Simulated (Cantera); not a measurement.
Input (Python, Cantera) and output of one run.

```python
import numpy as np
import cantera as ct

gas_names = """
    CL CL2 H HCL H2 N NH NH2 NH3 N2 N2H2 N2H4 Sr SrCL SrCL2
""".split()
cond_names = """
    NH4CL(a) NH4CL(b) Sr(a) Sr(b) Sr(L) SrCL2(a) SrCL2(b) SrCL2(L)
""".split()


# ... load() reads the species with a 1 bar reference pressure and builds the phases ...
atoms = {
    'SrCl2': {'Sr': 1, 'CL': 2},
    'HCl': {'H': 1, 'CL': 1},
    'N2': {'N': 2},
}
top_T = {}  # K; cautious upper limits of use, not melting points


# ... equilibrate(T, P, feed) seeds the gas with the atoms and calls Mixture.equilibrate('TP', solver="vcs", rtol=1e-11, max_steps=5000) ...
results = []
T = 1750  # K
P = 100000  # Pa
for m in [0.74, 1.3, 2.2, 3.7, 6.4, 11, 19, 32, 55, 95]:
    feed = {'SrCl2': 1, 'HCl': 0.15, 'N2': m}  # mol
    mix = equilibrate(T, P, feed)
    results.append((T, P, feed, dict(zip(mix.species_names, mix.species_moles))))

top = {s: max(r[3][s] / sum(r[3][g] for g in gas_names) for r in results) for s in gas_names}
cols = sorted((s for s in top if top[s] > 1e-05), key=lambda s: -top[s])[:8]
seen = [c for c in cond_names if any(r[3].get(c, 0) > 1e-12 for r in results)]
print("log10 of partial pressures in bar; condensed amounts in mol")
print(f"{'n(N2)':>10s}" + "".join(f"{s[:9]:>10s}" for s in cols + seen))
for T, P, feed, n in results:
    ng = sum(n[g] for g in gas_names)
    print(f"{feed['N2']:10.4g}" + "".join(f"{np.log10(max(n[s] / ng * P / 1e5, 1e-99)):10.3f}" for s in cols)
          + "".join(f"{n.get(c, 0):10.4g}" for c in seen))
```

Result:

```
log10 of partial pressures in bar; condensed amounts in mol
     n(N2)        N2       HCL     SrCL2        CL        H2       CL2  SrCL2(L)
      0.74    -0.085    -0.782    -1.950    -2.923    -3.210    -4.635    0.9899
       1.3    -0.053    -0.994    -1.950    -3.063    -3.355    -4.915    0.9836
       2.2    -0.034    -1.204    -1.950    -3.202    -3.497    -5.193    0.9734
       3.7    -0.022    -1.420    -1.950    -3.344    -3.643    -5.478    0.9563
       6.4    -0.015    -1.651    -1.950    -3.498    -3.799    -5.785    0.9257
        11    -0.011    -1.884    -1.950    -3.652    -3.955    -6.094    0.8736
        19    -0.008    -2.120    -1.950    -3.809    -4.114    -6.407    0.7829
        32    -0.007    -2.346    -1.950    -3.959    -4.267    -6.708    0.6355
        55    -0.006    -2.583    -1.950    -4.116    -4.426    -7.021    0.3747
        95    -0.005    -2.822    -1.983    -4.274    -4.588    -7.337         0
```

Cantera equilibrium calculation (NASA polynomials, part measured and part estimated; ideal gas, pure solids and liquids).
